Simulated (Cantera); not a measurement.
A closed system holds: 1 mol MgO, 3 mol SO₃, 0.11 mol O₂, held at 10000 Pa.

These are equilibrium values from Cantera (NASA tables, ideal gas, pure condensed phases), not measurements of a reactor. Candidate condensed phases: Mg, MgO, MgS, MgSO₄, S; 14 gas species. Rates play no part.

Problem. At 1275 K, list the 3 most abundant gas species with their mole fractions, and the condensed phases.

Solution. SO₂ 0.639, O₂ 0.344, SO₃ 0.0172. Condensed: MgO(s).
